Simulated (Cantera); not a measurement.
Charge: 1 mol BF3, a varied amount of H2O, 1.4 mol H2, at 1200 K and 100 Torr.

Equilibrium computed with Cantera from the NASA thermochemical tables; the gas is ideal and each condensed phase is pure. Candidate condensed phases: B, B2O3, B3O3H3, H2O; 43 gas species. Gases not in the tables: H3BO3. Rates play no part.

### Question
Which condensed phases are stable at each of these points (n(H2O) (mol)): 0.43, 0.55, 0.7, 0.89, 1.1, 1.4, 1.8, 2.3, 2.9, 3.7?

### Answer
| n(H2O) (mol) | condensed phases | B condensed (%) |
|---|---|---|
| 0.43 | gas only | 0.0 |
| 0.55 | gas only | 0.0 |
| 0.7 | B2O3(l) | 2.1 |
| 0.89 | B2O3(l) | 6.3 |
| 1.1 | B2O3(l) | 10.4 |
| 1.4 | B2O3(l) | 15.4 |
| 1.8 | B2O3(l) | 21.3 |
| 2.3 | B2O3(l) | 27.4 |
| 2.9 | B2O3(l) | 33.6 |
| 3.7 | B2O3(l) | 40.3 |

From 0.43 mol H2O to 0.55 mol H2O nothing is condensed. From 0.7 mol H2O to 3.7 mol H2O the condensed part is B2O3(l).
